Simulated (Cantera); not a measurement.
Input: 1 mol TiO2, 0.58 mol H2, 5.7 mol H2O, held at 1000 Pa.

Method: chemical equilibrium by Gibbs-energy minimisation in Cantera with the NASA 1993 tables (ideal gas, pure condensed phases). Candidate condensed phases: H2O, Ti, TiO, TiO2, Ti2O3, Ti3O5, Ti4O7; 12 gas species. Equilibrium is a limit: real reactors are often held back by kinetics, nucleation or transport.

Problem. Which condensed phases are stable at each of these points (T (°C)): 727, 927, 1127, 1327, 1527, 1727, 1927?

Solution. 
```csv
T (°C),condensed phases,Ti condensed (%)
727,TiO2(rutile),100.0
927,TiO2(rutile),100.0
1127,TiO2(rutile),100.0
1327,TiO2(rutile),100.0
1527,TiO2(rutile),100.0
1727,TiO2(rutile),100.0
1927,TiO2(l),99.7
```

From 727 °C to 1727 °C the condensed part is TiO2(rutile). At 1927 °C the condensed part is TiO2(l).
